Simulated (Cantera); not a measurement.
A Cantera script and what it prints.

```python
import numpy as np
import cantera as ct

gas_names = """
    H HNO HNO2 HNO3 HO2 H2 H2O H2O2 N NH NH2 NH3 NH2OH NO NO2 NO3 N2 N2H2 N2H4 N2O O OH O2 O3 Si SiH
    SiH2 SiH3 SiH4 SiN SiO SiO2 Si2 Si2N Si3
""".split()
cond_names = """
    H2O(s) H2O(L) Si(cr) Si(L) SiO2(Lqz) SiO2(hqz) SiO2(L) Si2N2O(s) Si3N4(a)
""".split()


# ... load() reads the species with a 1 bar reference pressure and builds the phases ...
atoms = {
    'Si3N4': {'Si': 3, 'N': 4},
    'H2O': {'H': 2, 'O': 1},
    'H2': {'H': 2},
}
top_T = {'Si2N2O(s)': 2100, 'Si3N4(a)': 2400}  # K; cautious upper limits of use, not melting points


# ... equilibrate(T, P, feed) seeds the gas with the atoms and calls Mixture.equilibrate('TP', solver="vcs", rtol=1e-11, max_steps=5000) ...
results = []
T = 2023  # K
P = 2.4  # Pa
for m in [35, 58, 96, 160, 260, 420, 700]:
    feed = {'Si3N4': 1, 'H2O': 1.3, 'H2': m}  # mol
    mix = equilibrate(T, P, feed)
    results.append((T, P, feed, dict(zip(mix.species_names, mix.species_moles))))

top = {s: max(r[3][s] / sum(r[3][g] for g in gas_names) for r in results) for s in gas_names}
cols = sorted((s for s in top if top[s] > 1e-05), key=lambda s: -top[s])[:9]
seen = [c for c in cond_names if any(r[3].get(c, 0) > 1e-12 for r in results)]
print("log10 of partial pressures in bar; condensed amounts in mol")
print(f"{'n(H2)':>10s}" + "".join(f"{s[:9]:>10s}" for s in cols + seen))
for T, P, feed, n in results:
    ng = sum(n[g] for g in gas_names)
    print(f"{feed['H2']:10.4g}" + "".join(f"{np.log10(max(n[s] / ng * P / 1e5, 1e-99)):10.3f}" for s in cols)
          + "".join(f"{n.get(c, 0):10.4g}" for c in seen))
```

Output:

```
log10 of partial pressures in bar; condensed amounts in mol
     n(H2)        H2         H        N2        Si       SiO       SiH
        35    -4.843    -5.143    -6.005    -6.077    -6.192    -8.690
        58    -4.822    -5.133    -6.199    -6.271    -6.386    -8.874
        96    -4.809    -5.126    -6.402    -6.474    -6.589    -9.070
       160    -4.800    -5.122    -6.614    -6.686    -6.801    -9.278
       260    -4.795    -5.119    -6.819    -6.891    -7.006    -9.480
       420    -4.792    -5.118    -7.024    -7.095    -7.211    -9.683
       700    -4.790    -5.117    -7.243    -7.315    -7.430    -9.902
```

These are equilibrium values from Cantera (NASA tables, ideal gas, pure condensed phases), not measurements of a reactor.
